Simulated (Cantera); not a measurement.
An isothermal, constant-pressure homogeneous reactor starts with CH4 : H2 = 1 : 2.3 (molar parts), at 1825 K and 0.0267 bar.

Model: GRI-Mech 3.0 (53 species, 325 reactions), integrated in Cantera. GRI-Mech 3.0 stops at C3 and has no aromatics, soot or wall deposition, so with more carbon than oxygen in the feed, carbon stays in small species such as C2H2 where larger ones or solid carbon would form. Radical loss at walls, strong at low pressure, is not modelled.

x: mole fraction; the columns are a selection and need not sum to one.

```json
[
 {"t (s)": "5.00e-6", "x CH4": "0.303", "x H2": "0.697", "x CH3": "7.80e-6", "x C2H6": "2.09e-12", "x C2H4": "1.64e-12", "x H": "3.05e-6", "x C2H2": "<1e-12"},
 {"t (s)": "2.06e-5", "x CH4": "0.303", "x H2": "0.697", "x CH3": "3.78e-5", "x C2H6": "2.56e-10", "x C2H4": "4.35e-10", "x H": "6.86e-6", "x C2H2": "<1e-12"},
 {"t (s)": "8.48e-5", "x CH4": "0.303", "x H2": "0.697", "x CH3": "0.000163", "x C2H6": "(withheld)", "x C2H4": "6.52e-8", "x H": "2.12e-5", "x C2H2": "1.85e-10"},
 {"t (s)": "0.000349", "x CH4": "0.302", "x H2": "0.697", "x CH3": "0.000674", "x C2H6": "(withheld)", "x C2H4": "5.65e-6", "x H": "8.02e-5", "x C2H2": "8.58e-8"},
 {"t (s)": "0.00144", "x CH4": "0.299", "x H2": "0.698", "x CH3": "0.00275", "x C2H6": "(withheld)", "x C2H4": "0.000372", "x H": "0.000328", "x C2H2": "4.25e-5"},
 {"t (s)": "0.00592", "x CH4": "0.249", "x H2": "0.724", "x CH3": "0.00740", "x C2H6": "(withheld)", "x C2H4": "0.00622", "x H": "0.00111", "x C2H2": "0.0117"},
 {"t (s)": "0.0244", "x CH4": "0.111", "x H2": "0.811", "x CH3": "0.00397", "x C2H6": "(withheld)", "x C2H4": "0.00170", "x H": "0.00146", "x C2H2": "0.0701"},
 {"t (s)": "0.100", "x CH4": "0.0288", "x H2": "0.863", "x CH3": "0.00127", "x C2H6": "(withheld)", "x C2H4": "0.000183", "x H": "0.00190", "x C2H2": "0.104"},
 {"t (s)": "0.413", "x CH4": "0.00504", "x H2": "0.878", "x CH3": "0.000276", "x C2H6": "(withheld)", "x C2H4": "5.81e-5", "x H": "0.00240", "x C2H2": "0.114"},
 {"t (s)": "1.70", "x CH4": "0.001000", "x H2": "0.881", "x CH3": "5.79e-5", "x C2H6": "(withheld)", "x C2H4": "5.34e-5", "x H": "0.00254", "x C2H2": "0.116"},
 {"t (s)": "7.00", "x CH4": "0.000387", "x H2": "0.881", "x CH3": "2.25e-5", "x C2H6": "(withheld)", "x C2H4": "5.33e-5", "x H": "0.00255", "x C2H2": "0.116"}
]
```

### Question
Complete the blanks.

### Answer

- 8.48e-5, x C2H6: 2.31e-8
- 0.000349, x C2H6: 1.26e-6
- 0.00144, x C2H6: 3.26e-5
- 0.00592, x C2H6: 0.000189
- 0.0244, x C2H6: 4.95e-5
- 0.100, x C2H6: 4.38e-6
- 0.413, x C2H6: 1.77e-7
- 1.70, x C2H6: 7.88e-9
- 7.00, x C2H6: 1.57e-9
